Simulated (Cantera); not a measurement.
## Equilibrium for sublimation and decomposition of ceramics: Si3N4 + N2

Feed: 1 mol Si3N4, 0.3 mol N2, held at 150 Pa.

These are equilibrium values from Cantera (NASA tables, ideal gas, pure condensed phases), not measurements of a reactor. Candidate condensed phases: Si, Si3N4; 7 gas species. The tables' values for SiN are old estimates; treat these amounts as uncertain. Kinetics and transport are ignored.

At 1975 °C the condensed part is Si(l). From 2025 °C to 2575 °C nothing is condensed. The main Si-bearing gas is Si throughout.

| T (°C) | x N2 | x Si | x Si2 | x SiN | n Si(l) |
|---|---|---|---|---|---|
| 1975 | 0.601 | 0.388 | 0.00680 | 0.00179 | 1.43 |
| 2025 | 0.439 | 0.546 | 0.00940 | 0.00197 | 0 |
| 2075 | 0.437 | 0.552 | 0.00680 | 0.00182 | 0 |
| 2125 | 0.436 | 0.556 | 0.00494 | 0.00168 | 0 |
| 2175 | 0.435 | 0.559 | 0.00362 | 0.00156 | 0 |
| 2225 | 0.435 | 0.561 | 0.00268 | 0.00145 | 0 |
| 2275 | 0.435 | 0.562 | 0.00201 | 0.00135 | 0 |
| 2325 | 0.434 | 0.563 | 0.00152 | 0.00126 | 0 |
| 2375 | 0.434 | 0.563 | 0.00116 | 0.00117 | 0 |
| 2425 | 0.434 | 0.564 | 0.000891 | 0.00110 | 0 |
| 2475 | 0.434 | 0.564 | 0.000692 | 0.00103 | 0 |
| 2525 | 0.434 | 0.565 | 0.000543 | 0.000972 | 0 |
| 2575 | 0.434 | 0.565 | 0.000429 | 0.000917 | 0 |
x: gas mole fraction; n: condensed amount in mol.
